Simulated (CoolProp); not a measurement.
Properties of dimethyl carbonate at several states.

Computed with CoolProp (reference Helmholtz-energy equation of state, Zhou 2011).

```tsv
T (°C)	p (bar)	phase	Z	cv (kJ/(kg K))	speed of sound (m/s)	isothermal compressibility (1/MPa)	fugacity coefficient
287.65	75.9	supercritical	0.2476	1.824	271.1	0.04152	0.4819
36.15	2.71	liquid	0.009052	1.358	1154	0.0009751	0.04646
32.35	2.29	liquid	0.007707	1.353	1169	0.0009455	0.04585
22.85	0.246	liquid	0.0008446	1.343	1207	0.0008774	0.2635
```
